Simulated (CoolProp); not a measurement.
The numbers come from the reference Helmholtz-energy equation of state, Younglove 1994 in CoolProp. It is a modified Benedict-Webb-Rubin equation, recast in Helmholtz form.

Task: For R123, give the phase and the Z, cv (kJ/(kg K)), isothermal compressibility (1/MPa), expansivity (1/kK) at 97.25 °C and 47.6 bar.

Result: 
- 97.25 °C and 47.6 bar: liquid; Z 0.184, cv 0.770, isothermal compressibility 0.00479, expansivity 2.35
